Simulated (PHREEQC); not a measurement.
PHREEQC input (Pitzer model, pitzer.dat):

```
SOLUTION 1
  temp 25
  units mol/kgw
  pH 7 charge
END
SELECTED_OUTPUT 1
  -reset false
  -pH true
  -pe true
  -ionic_strength true
  -water true
  -totals Ca Na S
  -molalities H+ Na+ Ca+2 SO4-2 OH- HSO4-
  -equilibrium_phases Gypsum
  -saturation_indices Glauberite Anhydrite Mirabilite Portlandite Thenardite
PRINT
  -reset false
USE solution 1
REACTION 1
  NaHSO4 1
  0 0.0333 0.0667 0.1 0.133 0.167 0.2 0.233 0.267 0.3 0.333 0.367 0.4 moles
EQUILIBRIUM_PHASES 1
  Gypsum 0 30
END
```

Selected output (columns that matter, 13 of 13 rows; NaHSO4 added (mol) added in front):

```
NaHSO4 added (mol)	pH	mu	Ca	Na	S	m_H+	m_Na+	m_Ca+2	m_SO4-2	Gypsum	si_Glauberite	si_Mirabilite	si_Portlandite	si_Thenardite
0	7.0558	0.060215	0.015054	0	0.015054	1.0718e-07	0	0.015054	0.015054	29.985	-1000	-1000	-10.963	-1000
0.0333	1.8496	0.12023	0.012371	0.033285	0.045656	0.018729	0.033285	0.012371	0.0311	29.988	-4.5016	-4.0197	-21.623	-4.9524
0.0667	1.6101	0.18264	0.011944	0.066671	0.078616	0.034094	0.066671	0.011944	0.046038	29.988	-3.8424	-3.367	-22.195	-4.2944
0.1	1.4723	0.24375	0.011833	0.099957	0.11179	0.048233	0.099957	0.011833	0.060065	29.988	-3.4643	-2.9951	-22.522	-3.9173
0.133	1.3745	0.30347	0.011817	0.13294	0.14476	0.061627	0.13294	0.011817	0.073444	29.988	-3.2018	-2.7387	-22.75	-3.6557
0.167	1.2953	0.36434	0.011843	0.16693	0.17877	0.075023	0.16693	0.011843	0.086865	29.988	-2.9947	-2.5379	-22.932	-3.4497
0.2	1.2315	0.42297	0.011889	0.19991	0.2118	0.087749	0.19991	0.011889	0.099638	29.988	-2.8323	-2.3815	-23.076	-3.2883
0.233	1.1765	0.48123	0.011945	0.2329	0.24485	0.10027	0.2329	0.011945	0.11222	29.988	-2.696	-2.2512	-23.199	-3.153
0.267	1.1266	0.54095	0.012011	0.26688	0.2789	0.11301	0.26688	0.012011	0.12502	29.988	-2.5754	-2.1368	-23.308	-3.0335
0.3	1.0831	0.59868	0.012078	0.29987	0.31195	0.12525	0.29987	0.012078	0.13733	29.988	-2.473	-2.0404	-23.402	-2.932
0.333	1.0435	0.6562	0.012147	0.33285	0.345	0.13738	0.33285	0.012147	0.14952	29.988	-2.3818	-1.9552	-23.487	-2.8419
0.367	1.006	0.71527	0.012219	0.36684	0.37906	0.14978	0.36684	0.012219	0.162	29.988	-2.2974	-1.8769	-23.566	-2.7585
0.4	0.97218	0.77243	0.012288	0.39982	0.41211	0.16173	0.39982	0.012288	0.17402	29.988	-2.223	-1.8085	-23.637	-2.6851
```

Complexes and solids missing from the database can't appear.
